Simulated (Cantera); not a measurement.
Cantera run, input and output.

```python
import numpy as np
import cantera as ct

gas = ct.Solution("h2o2.yaml")
gas.TPX = 825, 13332, {'H2': 0.47, 'O2': 1, 'N2': 9.5}
reactor = ct.IdealGasConstPressureReactor(gas, energy="off", clone=False)
net = ct.ReactorNet([reactor])
net.rtol, net.atol = 1e-08, 1e-18
show = ['H2', 'O2', 'H', 'OH', 'HO2']
times = np.geomspace(4e-05, 8, 11)

steps = ct.SolutionArray(gas, extra=["t"])
rows = []
print(f"{'t/s':>10s}{'T/K':>9s}{'P/Pa':>11s}" + "".join(f"{s:>11s}" for s in show))
for t in times:
    while net.time < t:
        t_next = net.step()
        steps.append(gas.state, t=t_next)
    rows.append([np.interp(t, steps.t, y) for y in (steps.T, steps.P, *steps(*show).X.T)])
    print(f"{t:10.3e}{rows[-1][0]:9.1f}{rows[-1][1]:11.4g}" + "".join(f"{x:11.3e}" for x in rows[-1][2:]))
rate = np.gradient(steps.T, steps.t)
print("integrator steps:", len(steps.t))
if steps.T.max() > steps.T[0] + 200:
    print(f"time of steepest temperature rise: {steps.t[rate.argmax()]:.4e} s")
gas.TPX = 825, 13332, {'H2': 0.47, 'O2': 1, 'N2': 9.5}
gas.equilibrate("TP")
print(f"equilibrium (TP): T = {gas.T:.1f} K  " + "  ".join(f"{s} {gas[s].X[0]:.3e}" for s in show))
```

Output:

```
       t/s      T/K       P/Pa         H2         O2          H         OH        HO2
 4.000e-05    825.0  1.333e+04  4.284e-02  9.116e-02  4.269e-14  7.970e-16  4.707e-14
 1.356e-04    825.0  1.333e+04  4.284e-02  9.116e-02  1.347e-13  4.231e-15  1.736e-13
 4.595e-04    825.0  1.333e+04  4.284e-02  9.116e-02  4.387e-13  1.922e-14  7.387e-13
 1.557e-03    825.0  1.333e+04  4.284e-02  9.116e-02  2.023e-12  1.029e-13  4.681e-12
 5.278e-03    825.0  1.333e+04  4.284e-02  9.116e-02  3.300e-11  1.741e-12  1.043e-10
 1.789e-02    825.0  1.333e+04  4.284e-02  9.116e-02  1.142e-07  6.200e-09  3.743e-07
 6.063e-02    825.0  1.333e+04  6.203e-03  7.413e-02  1.809e-05  9.843e-06  1.085e-05
 2.055e-01    825.0  1.333e+04  3.938e-03  7.308e-02  3.817e-07  3.117e-07  8.115e-06
 6.964e-01    825.0  1.333e+04  3.734e-03  7.298e-02  6.291e-08  4.860e-08  5.355e-06
 2.360e+00    825.0  1.333e+04  3.328e-03  7.278e-02  5.102e-08  4.513e-08  5.132e-06
 8.000e+00    825.0  1.333e+04  2.348e-03  7.232e-02  3.184e-08  3.980e-08  4.365e-06
integrator steps: 1390
equilibrium (TP): T = 825.0 K  H2 7.203e-14  O2 7.126e-02  H 5.870e-18  OH 1.531e-09  HO2 5.572e-12
```

Cantera simulation using the H2/O2 subset of GRI-Mech 3.0, which has no nitrogen chemistry; the numbers are that mechanism's predictions, not measurements. Radical loss at walls, strong at low pressure, is not modelled. Below about 950 K walls govern HO2 and H2O2 in real vessels. The temperature is held fixed by assumption; the heat of reaction is taken as removed at once.
